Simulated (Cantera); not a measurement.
An isothermal, constant-pressure homogeneous reactor starts with 0.433 % CO, 3.27 % O2, 0.0856 % H2O, 96.2 % N2, at 1275 K and 0.250 bar.

Detailed kinetics in Cantera: GRI-Mech 3.0 (53 species, 325 reactions).

x: mole fraction; the columns are a selection and need not sum to one.

```
t (s)           x CO    x O2     x H2O         x O       x HO2         x H
--------  ----------  ------  --------  ----------  ----------  ----------
0.000100     0.00433  0.0327  0.000856    5.34e-10    1.66e-12      <1e-12
0.000316     0.00433  0.0327  0.000856  (withheld)    5.37e-12    3.55e-12
0.00100      0.00433  0.0327  0.000856     5.43e-9    2.31e-11    3.68e-11
0.00316      0.00433  0.0327  0.000856     2.34e-8    2.82e-10    4.15e-10
0.0100       0.00433  0.0327  0.000856     6.38e-7     1.59e-8     1.67e-8
0.0316       0.00299  0.0317  0.000778    0.000699     8.53e-7     6.90e-5
0.100     (withheld)  0.0306  0.000835  (withheld)  (withheld)  (withheld)
0.316        1.60e-5  0.0306  0.000853     1.13e-5     8.79e-8     1.64e-7
1.00         1.29e-6  0.0306  0.000856     1.28e-6     1.33e-8     6.33e-9
3.16         8.62e-8  0.0306  0.000857     2.17e-7     2.14e-9    4.43e-10
10.0         9.66e-9  0.0306  0.000858     6.69e-8    6.74e-10    7.60e-11
31.6         4.70e-9  0.0306  0.000858     4.00e-8    4.59e-10    3.55e-11
100          4.58e-9  0.0306  0.000858     3.93e-8    4.54e-10    3.46e-11
```

Q: Fill in the missing entries.

A: 
- 0.000316, x O: 1.68e-9
- 0.100, x CO: 0.000205
- 0.100, x O: 0.000135
- 0.100, x HO2: 4.26e-7
- 0.100, x H: 6.64e-6
